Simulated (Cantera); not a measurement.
Input (Python, Cantera) and output of one run.

```python
import numpy as np
import cantera as ct

gas_names = [...]  # 110 gases of nasa_gas.yaml made of C, H, O
cond_names = """
    C(gr) C6H6(L) C7H8(L) C8H18(L),n-octa H2O(s) H2O(L)
""".split()


# ... load() reads the species with a 1 bar reference pressure and builds the phases ...
atoms = {
    'CH4': {'C': 1, 'H': 4},
    'CO2': {'C': 1, 'O': 2},
    'H2': {'H': 2},
}
top_T = {'C(gr)': 4500}  # K; cautious upper limits of use, not melting points


# ... equilibrate(T, P, feed) seeds the gas with the atoms and calls Mixture.equilibrate('TP', solver="vcs", rtol=1e-11, max_steps=5000) ...
results = []
feed = {'CH4': 1, 'CO2': 0.41, 'H2': 1.7}  # mol
T = 2223  # K
P = 480000  # Pa
mix = equilibrate(T, P, feed)
results.append((T, P, feed, dict(zip(mix.species_names, mix.species_moles))))
x = sorted(zip(gas.X, gas.species_names), reverse=True)
print(f"T = {T:g} K  P = {P:g} Pa  gas = {mix.phase_moles(0):.4g} mol")
print("   x: " + "  ".join(f"{s} {v:.3e}" for v, s in x if v > 0.001))
print("   condensed (mol): " + ("  ".join(f"{mix.phase(i).name} {mix.phase_moles(i):.4g}"
      for i in range(1, mix.n_phases) if mix.phase_moles(i) > 1e-12) or "none"))
```

It prints:

```
T = 2223 K  P = 480000 Pa  gas = 4.522 mol
   x: H2 8.128e-01  CO 1.813e-01  H 2.636e-03  C2H2,acetylene 2.359e-03
   condensed (mol): C(gr) 0.5648
```

Method: chemical equilibrium by Gibbs-energy minimisation in Cantera with the NASA 1993 tables (ideal gas, pure condensed phases).
